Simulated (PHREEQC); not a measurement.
PHREEQC input (ion-association model, phreeqc.dat):

```
SOLUTION 0
  temp 40
  units mmol/kgw
  pH 7 charge
  Cl 4.01
  Ca 2
  O(0) 1 O2(g) -0.68
SOLUTION 1-30
  temp 40
  units mmol/kgw
  pH 7 charge
  S(6) 1
  Mg 1
  Cl 0.01
  O(0) 1 O2(g) -0.68
END
EXCHANGE 1-30
  X 0.0096
  -equilibrate 1
END
SELECTED_OUTPUT 1
  -reset false
  -pH true
  -pe true
  -ionic_strength true
  -water true
  -step true
  -totals Ca Cl Mg S S(-2) S(6)
  -molalities MgX2 CaX2
  -saturation_indices Gypsum
PRINT
  -reset false
TRANSPORT
  -cells 30
  -shifts 210
  -lengths 0.00666667
  -time_step 60
  -dispersivities 0.007
  -boundary_conditions flux flux
  -correct_disp true
  -punch_cells 30
  -punch_frequency 7
END
```

Selected output (columns that matter, 24 of 31 rows; pore volumes added in front):

```
pore volumes	pH	mu	Ca	Cl	Mg	S	m_MgX2	m_CaX2	si_Gypsum
0	5.0637	0.0034188	0	1e-05	0.001	0.001	0.0048	0	-1000
0.25	5.0637	0.0034188	0	1e-05	0.001	0.001	0.0048	0	-1000
0.7167	5.059	0.0036924	1.7995e-17	0.00052151	0.0011279	0.00087212	0.0048	1.2765e-16	-15.551
0.95	5.0474	0.0045293	1.3747e-12	0.0019127	0.0014757	0.00052431	0.0048	7.2814e-12	-10.918
1.1833	5.0386	0.005358	1.1059e-09	0.003127	0.0017792	0.00022075	0.0048	4.769e-09	-8.414
1.65	5.0333	0.0059476	8.2989e-07	0.0039277	0.0019786	2.0581e-05	0.0047968	3.18e-06	-6.5863
1.8833	5.0329	0.0059941	5.3413e-06	0.0039891	0.0019894	5.2344e-06	0.0047797	2.0266e-05	-6.3735
2.1167	5.0328	0.0060062	2.2026e-05	0.004005	0.0019767	1.2402e-06	0.004717	8.2987e-05	-6.3836
2.35	5.0328	0.0060092	6.7819e-05	0.0040089	0.0019319	2.796e-07	0.0045479	0.00025206	-6.5411
2.8167	5.0328	0.00601	0.00035013	0.0040099	0.0016499	1.2888e-08	0.0035954	0.0012046	-7.1579
3.05	5.0328	0.00601	0.0006169	0.00401	0.0013831	2.6778e-09	0.0028166	0.0019834	-7.5879
3.2833	5.0328	0.00601	0.00093238	0.00401	0.0010676	5.4811e-10	0.0020178	0.0027822	-8.0896
3.75	5.0328	0.00601	0.0014849	0.00401	0.00051515	2.2242e-11	0.00086477	0.0039352	-9.2653
3.9833	5.0328	0.00601	0.0016659	0.00401	0.00033407	4.4293e-12	0.00054097	0.004259	-9.9115
4.2167	5.0328	0.00601	0.0017887	0.00401	0.00021132	8.7716e-13	0.00033418	0.0044658	-10.581
4.6833	5.0328	0.00601	0.0019188	0.00401	8.1203e-05	3.3976e-14	0.00012531	0.0046747	-11.959
4.9167	5.0329	0.00601	0.0019502	0.00401	4.9783e-05	6.6558e-15	7.6375e-05	0.0047236	-12.659
5.15	5.0329	0.00601	0.0019696	0.00401	3.0388e-05	1.3008e-15	4.6454e-05	0.0047535	-13.363
5.3833	5.0329	0.00601	0.0019815	0.00401	1.849e-05	2.5377e-16	2.8203e-05	0.0047718	-14.07
5.85	5.0329	0.00601	0.0019932	0.00401	6.7967e-06	9.6157e-18	1.0345e-05	0.0047897	-15.488
6.0833	5.0329	0.00601	0.0019959	0.00401	4.1089e-06	1.8687e-18	6.251e-06	0.0047938	-16.199
6.3167	5.0329	0.00601	0.0019975	0.00401	2.4801e-06	3.6286e-19	3.7718e-06	0.0047962	-16.911
6.7833	5.0329	0.00601	0.0019991	0.00401	8.9969e-07	1.3655e-20	1.3679e-06	0.0047986	-18.335
7.0167	5.0329	0.00601	0.0019995	0.00401	5.4088e-07	2.6469e-21	8.2231e-07	0.0047992	-19.047
```

Species that the database lacks are ignored. Away from 25 °C the constants follow the database's enthalpies or fits; those with neither stay at their 25 °C values.
